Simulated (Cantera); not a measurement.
Gas mixture: 50.7 % C3H8, 49.3 % CH3OH, at 0.0133 bar, frozen composition.

Cantera's kinetic-theory transport with the Lennard-Jones parameters of GRI-Mech 3.0, ideal gas; thermal conductivity in the mixture-averaged form. Polar gases are described roughly by these parameters. The composition is frozen, though it would react at the higher temperatures.

One state of this run: ρ (kg/m³) = 0.0111; cp (J/kg/K) = 2426; μ (µPa s) = 15.9; λ (mW/m/K) = 50.2; Pr = 0.770; D (cm²/s) N2 = 30.1; D (cm²/s) H2O = 33.1; D (cm²/s) OH = 45.6. D: mixture-averaged diffusion coefficient of that species in the mixture.

### Question
Which value of T (K) does it belong to?
A) 550
B) 1300
C) 700
D) 400

### Answer
A, 550
